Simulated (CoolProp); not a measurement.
Vapour-liquid equilibrium of cyclopentane (1) + octamethylcyclotetrasiloxane (D4) (2) at 394.1 K; x and y are mole fractions of (1).

Computed with CoolProp (multi-fluid Helmholtz-energy mixture model, Gedanitz 2015 and Thol 2015; pair parameters Bell 2016).

**Question.** Give the bubble pressure and the first vapour's composition at x = 0.2, 0.275, 0.575. Is there an azeotrope?

**Answer.** x = 0.2: 0.1038 MPa, y = 0.840; x = 0.275: 0.1406 MPa, y = 0.891; x = 0.575: 0.3215 MPa, y = 0.971. No azeotrope shows between x = 0.05 and 0.95.

The pair parameters rest on a limited set of measurements; away from them the model extrapolates.
